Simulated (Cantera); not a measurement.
An isothermal, constant-pressure homogeneous reactor starts with CO : O2 : H2O : N2 = 0.0014 : 0.081 : 0.012 : 1 (molar parts), at 975 K and 4.00 bar.

Detailed kinetics in Cantera: GRI-Mech 3.0 (53 species, 325 reactions).

x: mole fraction; the columns are a selection and need not sum to one.

```tsv
t (s)	x CO	x O2	x H2O	x CO2	x H2	x O
6.00e-6	0.00128	0.0740	0.0110	1.35e-12	<1e-12	1.35e-12
3.39e-5	0.00128	0.0740	0.0110	7.73e-12	<1e-12	7.47e-12
0.000192	0.00128	0.0740	0.0110	4.95e-11	<1e-12	3.83e-11
0.00108	0.00128	0.0740	0.0110	5.00e-10	<1e-12	1.40e-10
0.00613	0.00128	0.0740	0.0110	5.43e-9	3.55e-12	2.18e-10
0.0346	0.00128	0.0740	0.0110	7.21e-8	4.83e-11	3.49e-10
0.196	0.00127	0.0740	0.0110	5.01e-6	___	4.29e-9
1.11	0.00109	0.0739	0.0110	0.000187	___	8.60e-9
6.26	0.000516	0.0737	0.0110	0.000764	___	3.74e-9
35.4	7.20e-5	0.0735	0.0110	0.00121	___	2.86e-10
200	2.59e-6	0.0734	0.0110	0.00128	___	8.33e-12
```

Task: Some entries are withheld; supply them.

Result: 
- 0.196, x H2: 4.69e-9
- 1.11, x H2: 2.04e-7
- 6.26, x H2: 1.82e-7
- 35.4, x H2: 2.14e-8
- 200, x H2: 1.22e-9
